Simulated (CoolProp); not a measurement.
C2F6 (R116) at 186.63 K and 0.0374 MPa is compressed adiabatically to 0.297 MPa with isentropic efficiency 0.6. Each further row changes one setting.

Computed with CoolProp (reference Helmholtz-energy equation of state, Lemmon 2006). It is a short technical equation, of lower accuracy than the large ones.

| case | work (kJ/kg) | final temperature (K) | final density (kg/m³) |
|---|---|---|---|
| as stated | 41.6 | 255.1 | 20.4 |
| efficiency 1 | 25.0 | 231.8 | 23.0 |
| efficiency 0.65 | 38.4 | 250.7 | 20.9 |
